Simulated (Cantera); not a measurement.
An adiabatic, constant-pressure homogeneous reactor starts with CO : H₂ : CH₄ : O₂ : N₂ = 1 : 0.031 : 0.11 : 1.6 : 6.01 (molar parts), at 1425 K and 0.800 bar. Integrator tolerance rtol = 1e-08.

Cantera simulation using GRI-Mech 3.0 (53 species, 325 reactions); the numbers are that mechanism's predictions, not measurements.

Problem. What does this change do: initial temperature 1425 to 1625 K?

Solution. 
| quantity | before | after |
|---|---|---|
| time of steepest temperature rise | 0.224 ms | 0.105 ms |
| temperature at 2.00 s | 2424 K | 2529 K |
| equilibrium temperature | 2424 K | 2529 K |
| x(CO) at 2.00 s | 0.0106 (gas-phase equilibrium 0.0106) | 0.0176 (gas-phase equilibrium 0.0176) |
| x(H₂) at 2.00 s | 0.000391 (gas-phase equilibrium 0.000391) | 0.000619 (gas-phase equilibrium 0.000619) |
| x(CH₄) at 2.00 s | <1e-12 (gas-phase equilibrium <1e-12) | <1e-12 (gas-phase equilibrium <1e-12) |
| x(OH) at 2.00 s | 0.00518 (gas-phase equilibrium 0.00518) | 0.00703 (gas-phase equilibrium 0.00703) |
| x(CH₂O) at 2.00 s | 1.33e-12 (gas-phase equilibrium 1.33e-12) | 3.48e-12 (gas-phase equilibrium 3.48e-12) |
| x(C₂H₂) at 2.00 s | <1e-12 (gas-phase equilibrium <1e-12) | <1e-12 (gas-phase equilibrium <1e-12) |
| x(C₂H₆) at 2.00 s | <1e-12 (gas-phase equilibrium <1e-12) | <1e-12 (gas-phase equilibrium <1e-12) |

Problem. What does this change do: initial temperature 1425 to 1000 K?

Solution. 
```
quantity                                                              before                                    after
---------------------------------  -----------------------------------------  ---------------------------------------
time of steepest temperature rise                                   0.224 ms                                  7.25 ms
temperature at 2.00 s                                                 2424 K                                   2146 K
equilibrium temperature                                               2424 K                                   2146 K
x(CO) at 2.00 s                        0.0106 (gas-phase equilibrium 0.0106)  0.00192 (gas-phase equilibrium 0.00192)
x(H₂) at 2.00 s                    0.000391 (gas-phase equilibrium 0.000391)  8.36e-5 (gas-phase equilibrium 8.36e-5)
x(CH₄) at 2.00 s                       <1e-12 (gas-phase equilibrium <1e-12)    <1e-12 (gas-phase equilibrium <1e-12)
x(OH) at 2.00 s                      0.00518 (gas-phase equilibrium 0.00518)  0.00190 (gas-phase equilibrium 0.00190)
x(CH₂O) at 2.00 s                  1.33e-12 (gas-phase equilibrium 1.33e-12)    <1e-12 (gas-phase equilibrium <1e-12)
x(C₂H₂) at 2.00 s                      <1e-12 (gas-phase equilibrium <1e-12)    <1e-12 (gas-phase equilibrium <1e-12)
x(C₂H₆) at 2.00 s                      <1e-12 (gas-phase equilibrium <1e-12)    <1e-12 (gas-phase equilibrium <1e-12)
```
